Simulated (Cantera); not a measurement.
An adiabatic, constant-pressure homogeneous reactor starts with C₃H₈ : O₂ : N₂ = 1 : 9.62 : 36.2 (molar parts), equivalence ratio 0.52, at 1350 K and 0.860 bar. Integrator tolerance rtol = 1e-08.

Detailed kinetics in Cantera: GRI-Mech 3.0 (53 species, 325 reactions). GRI-Mech 3.0 was tuned for natural gas; its chemistry of propane as a main component is partial and can be far from experiment.

```
quantity                                                            before                                    after
---------------------------------  ---------------------------------------  ---------------------------------------
time of steepest temperature rise                                 0.452 ms                                 0.423 ms
temperature at 4.00 s                                               2359 K                                   2550 K
equilibrium temperature                                             2359 K                                   2550 K
x(C₃H₈) at 4.00 s                    <1e-12 (gas-phase equilibrium <1e-12)    <1e-12 (gas-phase equilibrium <1e-12)
x(O₂) at 4.00 s                      0.0899 (gas-phase equilibrium 0.0899)    0.0875 (gas-phase equilibrium 0.0875)
x(CH₂) at 4.00 s                     <1e-12 (gas-phase equilibrium <1e-12)    <1e-12 (gas-phase equilibrium <1e-12)
x(C₂H₂) at 4.00 s                    <1e-12 (gas-phase equilibrium <1e-12)    <1e-12 (gas-phase equilibrium <1e-12)
x(NO₂) at 4.00 s                   7.12e-6 (gas-phase equilibrium 7.12e-6)  1.11e-5 (gas-phase equilibrium 1.11e-5)
x(HO₂) at 4.00 s                   4.39e-6 (gas-phase equilibrium 4.39e-6)  8.32e-6 (gas-phase equilibrium 8.32e-6)
x(C₂H) at 4.00 s                     <1e-12 (gas-phase equilibrium <1e-12)    <1e-12 (gas-phase equilibrium <1e-12)
```

**Question.** Which change was made?
A. pressure from 0.860 bar to 1.01 bar
B. constant volume in place of constant pressure
C. pressure from 0.860 bar to 3.50 bar
D. initial temperature 1350 to 1000 K

**Answer.** B, constant volume in place of constant pressure
